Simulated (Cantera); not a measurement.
An isothermal, constant-pressure homogeneous reactor starts with CO : O2 : H2O : N2 = 0.0055 : 0.013 : 0.063 : 1 (molar parts), at 1475 K and 750 Torr.

Cantera simulation using GRI-Mech 3.0 (53 species, 325 reactions); the numbers are that mechanism's predictions, not measurements.

One state of this run: x CO = 0.000310; x O2 = 0.00969; x H2O = 0.0577; x NO2 = 1.36e-10; x H2O2 = 1.58e-7; x NO = 2.03e-7; x HO2 = 1.89e-6. x: mole fraction; the columns are a selection and need not sum to one.

### Question
Which value of t (s) does it belong to?
(A) 0.783
(B) 2.61e-5
(C) 0.00283
(D) 1.02e-5

### Answer
C, 0.00283
